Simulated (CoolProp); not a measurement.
Aqueous propylene glycol as a coolant, 4 % by mass, freezing at -0.9 °C, 1 atm.

The numbers come from the Melinder's fits for secondary coolants in CoolProp.

| T (°C) | cp (kJ/(kg K)) | density (kg/m³) | viscosity (mPa s) | conductivity (W/(m K)) |
|---|---|---|---|---|
| 0.8 | 4.144 | 1004 | 2.08 | 0.544 |
| 3.5 | 4.142 | 1004 | 1.90 | 0.549 |
| 6.3 | 4.141 | 1003 | 1.73 | 0.554 |
| 9.1 | 4.140 | 1003 | 1.59 | 0.559 |
| 11.8 | 4.139 | 1003 | 1.46 | 0.563 |
| 14.6 | 4.138 | 1002 | 1.35 | 0.568 |
| 17.4 | 4.138 | 1002 | 1.25 | 0.572 |
| 20.1 | 4.138 | 1001 | 1.16 | 0.577 |
| 22.9 | 4.139 | 1001 | 1.08 | 0.581 |
| 25.6 | 4.139 | 1000 | 1.01 | 0.585 |
| 28.4 | 4.140 | 999.3 | 0.949 | 0.589 |
| 31.2 | 4.141 | 998.5 | 0.891 | 0.593 |
| 33.9 | 4.142 | 997.6 | 0.840 | 0.597 |
